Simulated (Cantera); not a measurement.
Equilibrium for silicon epitaxy and polysilicon growth: Si2Cl6 + Cl2 + N2

Charge: 1 mol Si2Cl6, 0.23 mol Cl2, a varied amount of N2, held at 0.00780 bar.

Cantera equilibrium calculation (NASA polynomials, part measured and part estimated; ideal gas, pure solids and liquids). Candidate condensed phases: Si, Si3N4; 13 gas species. The feed counts by its element totals alone. N2 is the only nitrogen source here; it is nearly inert below about 1500 K, so the nitride shown seldom forms there in practice. The tables' values for SiCl3 are old estimates. Rates play no part.

### Question
Map the stable condensed phases over T = 1048, 1098, 1148, 1198, 1248, 1298, 1348, 1398, 1448, 1498, 1548, 1598, 1648 K and n(N2) in mol = 4.5, 6.9, 11, 16, 25, 38, 59, 91, 140.

### Answer
```
T in K \ n(N2) in mol
         4.5 6.9  11  16  25  38  59  91 140
   1648    A   A   A   A   A   A   A   A   A
   1598    A   A   A   A   A   A   A   A   A
   1548    A   A   A   A   A   A   A   A   A
   1498    A   A   A   A   A   A   A   A   A
   1448    A   A   A   A   A   A   A   A   A
   1398    B   B   A   A   A   A   A   A   A
   1348    B   B   B   B   B   B   B   A   A
   1298    B   B   B   B   B   B   B   B   B
   1248    B   B   B   B   B   B   B   B   B
   1198    B   B   B   B   B   B   B   B   B
   1148    B   B   B   B   B   B   B   B   B
   1098    B   B   B   B   B   B   B   B   B
   1048    B   B   B   B   B   B   B   B   B
```
A: gas only; B: Si3N4.
